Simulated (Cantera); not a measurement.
**Low-pressure radical oxidation in H2/O2**

A perfectly stirred reactor is fed with H2 : O2 = 0.11 : 1 (molar parts), equivalence ratio 0.055, at 0.00987 atm; it is held at 1300 K, and followed from long to short residence time.

Computed with Cantera and the H2/O2 subset of GRI-Mech 3.0, which has no nitrogen chemistry. Radical loss at walls, strong at low pressure, is not modelled. The temperature is held fixed by assumption; the heat of reaction is taken as removed at once.

```tsv
τ (s)	x H2	x O2	x H2O2	x HO2	x H2O	x H
1.1	0.000416	0.888	7.68e-8	1.77e-6	0.102	0.000737
0.56	0.000627	0.885	8.79e-8	2.13e-6	0.100	0.00138
0.28	0.000939	0.880	9.83e-8	2.48e-6	0.0988	0.00257
0.14	0.00137	0.872	1.06e-7	2.79e-6	0.0964	0.00455
0.073	0.00189	0.864	1.11e-7	3.02e-6	0.0934	0.00729
0.037	0.00255	0.854	1.14e-7	3.17e-6	0.0898	0.0109
0.019	0.00334	0.846	1.17e-7	3.25e-6	0.0861	0.0146
0.0094	0.00448	0.840	1.22e-7	3.30e-6	0.0823	0.0179
0.0048	0.00623	0.837	1.32e-7	3.33e-6	0.0786	0.0203
```
x: mole fraction; the columns are a selection and need not sum to one.
